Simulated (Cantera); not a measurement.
**Catalytic stagnation flow on Pt**

A jet of 2.12 % CH4, 18.2 % O2, 79.7 % N2, equivalence ratio 0.23 at 300 K and 0.0385 atm hits a platinum plate 5.1 cm away at a mass flux of 0.059 kg/m²/s; the plate temperature is set and raised in steps from an oxygen-covered start.

Computed with Cantera and Deutschmann's 1995 Pt surface mechanism with GRI-Mech 3.0 gas chemistry. Catalytic surfaces can have several steady states; this one follows from the mechanism file's or the stated starting coverage.

```tsv
plate T (K)	wall x CH4	wall x O2	wall x H2O	wall x OH	wall x CO	wall x CO2	θ free Pt	θ O*
850	0.0188	0.176	0.00455	<1e-8	5.19e-6	0.00297	0.155	0.845
900	0.0166	0.172	0.00859	2.73e-8	6.58e-6	0.00561	0.219	0.781
950	0.0141	0.166	0.0132	9.20e-8	7.74e-6	0.00865	0.288	0.712
1000	0.0117	0.161	0.0176	2.65e-7	8.72e-6	0.0115	0.358	0.641
1050	0.00970	0.157	0.0213	6.60e-7	9.63e-6	0.0140	0.429	0.571
1100	0.00809	0.154	0.0242	1.48e-6	1.06e-5	0.0159	0.497	0.503
```
x: mole fraction at the wall; θ: surface coverage.
